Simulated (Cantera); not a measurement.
Input (Python, Cantera):

```python
import numpy as np
import cantera as ct

gas = ct.Solution("gri30.yaml")
gas.TPX = 900, 160000, {'CO': 0.0068, 'O2': 0.0046, 'H2O': 0.018, 'N2': 1}
reactor = ct.IdealGasConstPressureReactor(gas, energy="off", clone=False)
net = ct.ReactorNet([reactor])
net.rtol, net.atol = 1e-08, 1e-18
show = ['CO', 'O2', 'H2O', 'HO2', 'H2']
times = np.geomspace(0.0007, 100, 13)

steps = ct.SolutionArray(gas, extra=["t"])
rows = []
print(f"{'t/s':>10s}{'T/K':>9s}{'P/Pa':>11s}" + "".join(f"{s:>11s}" for s in show))
for t in times:
    while net.time < t:
        t_next = net.step()
        steps.append(gas.state, t=t_next)
    rows.append([np.interp(t, steps.t, y) for y in (steps.T, steps.P, *steps(*show).X.T)])
    print(f"{t:10.3e}{rows[-1][0]:9.1f}{rows[-1][1]:11.4g}" + "".join(f"{x:11.3e}" for x in rows[-1][2:]))
rate = np.gradient(steps.T, steps.t)
print("integrator steps:", len(steps.t))
if steps.T.max() > steps.T[0] + 200:
    print(f"time of steepest temperature rise: {steps.t[rate.argmax()]:.4e} s")
gas.TPX = 900, 160000, {'CO': 0.0068, 'O2': 0.0046, 'H2O': 0.018, 'N2': 1}
gas.equilibrate("TP")
print(f"equilibrium (TP): T = {gas.T:.1f} K  " + "  ".join(f"{s} {gas[s].X[0]:.3e}" for s in show))
```

It prints:

```
       t/s      T/K       P/Pa         CO         O2        H2O        HO2         H2
 7.000e-04    900.0    1.6e+05  6.606e-03  4.469e-03  1.749e-02  4.599e-13  1.071e-14
 1.882e-03    900.0    1.6e+05  6.606e-03  4.469e-03  1.749e-02  3.413e-12  8.108e-14
 5.061e-03    900.0    1.6e+05  6.606e-03  4.469e-03  1.749e-02  1.786e-11  4.459e-13
 1.361e-02    900.0    1.6e+05  6.606e-03  4.469e-03  1.749e-02  6.746e-11  1.929e-12
 3.659e-02    900.0    1.6e+05  6.606e-03  4.469e-03  1.749e-02  2.212e-10  8.509e-12
 9.840e-02    900.0    1.6e+05  6.606e-03  4.469e-03  1.749e-02  8.026e-10  4.986e-11
 2.646e-01    900.0    1.6e+05  6.606e-03  4.469e-03  1.749e-02  4.833e-09  5.137e-10
 7.114e-01    900.0    1.6e+05  6.604e-03  4.468e-03  1.749e-02  1.217e-07  2.362e-08
 1.913e+00    900.0    1.6e+05  6.525e-03  4.429e-03  1.748e-02  7.506e-07  1.971e-06
 5.144e+00    900.0    1.6e+05  6.149e-03  4.245e-03  1.748e-02  8.263e-07  1.212e-05
 1.383e+01    900.0    1.6e+05  5.198e-03  3.779e-03  1.747e-02  8.077e-07  2.933e-05
 3.719e+01    900.0    1.6e+05  3.315e-03  2.843e-03  1.748e-02  6.852e-07  3.788e-05
 1.000e+02    900.0    1.6e+05  1.134e-03  1.746e-03  1.751e-02  4.228e-07  2.167e-05
integrator steps: 701
equilibrium (TP): T = 900.0 K  CO 2.145e-13  O2 1.169e-03  H2O 1.754e-02  HO2 1.513e-12  H2 1.306e-12
```

Model: GRI-Mech 3.0 (53 species, 325 reactions), integrated in Cantera.
